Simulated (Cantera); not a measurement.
**NO annealing gas**

A perfectly stirred reactor is fed with 35.7 % NO, 64.3 % N₂, at 0.987 atm; it is held at 2025 K, and followed from long to short residence time.

Cantera simulation using GRI-Mech 3.0 (53 species, 325 reactions); the numbers are that mechanism's predictions, not measurements.

```tsv
τ (s)	x NO	x O	x NO₂	x N₂O	x O₂
8.9	0.0434	0.000323	6.20e-5	1.21e-6	0.157
3.8	0.0740	0.000308	0.000101	2.78e-6	0.141
1.6	0.124	0.000281	0.000154	7.23e-6	0.116
0.68	0.191	0.000240	0.000201	1.68e-5	0.0827
0.29	0.258	0.000191	0.000214	3.08e-5	0.0493
0.12	0.308	0.000143	0.000188	4.46e-5	0.0241
0.052	0.335	0.000109	0.000154	5.30e-5	0.0110
0.022	0.347	8.77e-5	0.000126	5.70e-5	0.00464
0.0093	0.353	7.57e-5	0.000109	5.79e-5	0.00189
```
x: mole fraction; the columns are a selection and need not sum to one.
